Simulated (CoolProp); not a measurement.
Vapour-liquid equilibrium of n-hexane (1) + ethylbenzene (2) at 286.9 K; x and y are mole fractions of (1).

The numbers come from the multi-fluid Helmholtz-energy mixture model, Thol 2019 and Zhou 2012; pair parameters Bell 2016 in CoolProp.

| x | bubble pressure (kPa) | y at the bubble point | dew pressure at overall composition x (kPa) | liquid density (mol/L) |
|---|---|---|---|---|
| 0.05 | 1.554 | 0.601 | 0.6846 | 8.193 |
| 0.15 | 3.125 | 0.820 | 0.7621 | 8.147 |
| 0.25 | 4.457 | 0.886 | 0.8594 | 8.099 |
| 0.35 | 5.620 | 0.919 | 0.9850 | 8.051 |
| 0.45 | 6.668 | 0.940 | 1.154 | 8.002 |
| 0.55 | 7.647 | 0.955 | 1.392 | 7.952 |
| 0.65 | 8.593 | 0.967 | 1.753 | 7.901 |
| 0.75 | 9.539 | 0.977 | 2.364 | 7.849 |
| 0.85 | 10.51 | 0.987 | 3.615 | 7.797 |
| 0.95 | 11.55 | 0.996 | 7.291 | 7.743 |

No azeotrope shows between x = 0.05 and 0.95.

Pair parameters are fitted to limited data, so mixtures are less certain than the pure fluids.
